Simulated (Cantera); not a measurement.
Cantera run, input and output.

```python
import numpy as np
import cantera as ct

gas = ct.Solution("gri30.yaml")


def delay(T, t_max=10):
    gas.TPX = T, 660000, {'CH4': 1, 'CO': 0.14, 'O2': 2.33, 'N2': 8.75}
    reactor = ct.IdealGasConstPressureReactor(gas, clone=False)
    net = ct.ReactorNet([reactor])
    net.rtol, net.atol = 1e-8, 1e-16
    while net.time < t_max:
        t_old, T_old = net.time, reactor.T
        net.step()
        if reactor.T > T + 400:  # ignition: a rise of 400 K
            return t_old + (T + 400 - T_old) / (reactor.T - T_old) * (net.time - t_old)
    return np.nan


taus = []
for T in [1050, 1125, 1200, 1275, 1350, 1425, 1500, 1575, 1650, 1725]:
    taus.append(delay(T))
    print(f"T0 = {T:6g} K   tau = {taus[-1]:.4e} s")
```

Result:

```
T0 =   1050 K   tau = 7.4166e-02 s
T0 =   1125 K   tau = 2.3034e-02 s
T0 =   1200 K   tau = 8.0932e-03 s
T0 =   1275 K   tau = 3.1081e-03 s
T0 =   1350 K   tau = 1.2830e-03 s
T0 =   1425 K   tau = 5.6384e-04 s
T0 =   1500 K   tau = 2.6245e-04 s
T0 =   1575 K   tau = 1.2932e-04 s
T0 =   1650 K   tau = 6.7585e-05 s
T0 =   1725 K   tau = 3.7510e-05 s
```

Computed with Cantera and GRI-Mech 3.0 (53 species, 325 reactions).
